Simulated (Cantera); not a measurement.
## Equilibrium for carbothermic reduction: Fe3O4 + CO + H2

Input: 1 mol Fe3O4, 0.98 mol CO, 17 mol H2, at 1 atm.

These are equilibrium values from Cantera (NASA tables, ideal gas, pure condensed phases), not measurements of a reactor. Candidate condensed phases: C, C6H6, C7H8, C8H18, Fe, Fe(CO)5, FeO, Fe(OH)2, Fe(OH)3, Fe2O3, Fe3O4, H2O; 114 gas species. Mutual solubility and eutectic melting of coexisting phases are not modelled. The tables' stoichiometric FeO is somewhat more stable than real wüstite, so its field is too wide. FeO: taken at fixed stoichiometry. The numbers say what is thermodynamically allowed, not how fast it happens.

```
T (K)  log p H2  log p H2O  log p CO  log p CO2  n Fe(α)  n FeO(s)  n Fe(γ)  n Fe(δ)
-----  --------  ---------  --------  ---------  -------  --------  -------  -------
1000      -0.09      -0.84     -1.40      -1.99     1.63      1.37        0        0
1075      -0.10      -0.77     -1.35      -1.99     2.15     0.846        0        0
1150      -0.12      -0.72     -1.34      -2.02     2.59     0.415        0        0
1225      -0.13      -0.67     -1.34      -2.04        0    0.0171     2.98        0
1300      -0.13      -0.66     -1.32      -2.10        0         0     3.00        0
1375      -0.13      -0.66     -1.32      -2.16        0         0     3.00        0
1450      -0.13      -0.66     -1.31      -2.21        0         0     3.00        0
1525      -0.13      -0.66     -1.30      -2.26        0         0     3.00        0
1600      -0.13      -0.66     -1.30      -2.30        0         0     3.00        0
1675      -0.13      -0.66     -1.30      -2.34        0         0        0     3.00
1750      -0.13      -0.66     -1.29      -2.37        0         0        0     3.00
```
log p: log10 of the partial pressure in bar; n: condensed amount in mol.

From 1000 K to 1150 K the condensed part is Fe(α) + FeO(s). At 1225 K the condensed part is Fe(γ) + FeO(s). From 1300 K to 1600 K the condensed part is Fe(γ). From 1675 K to 1750 K the condensed part is Fe(δ).
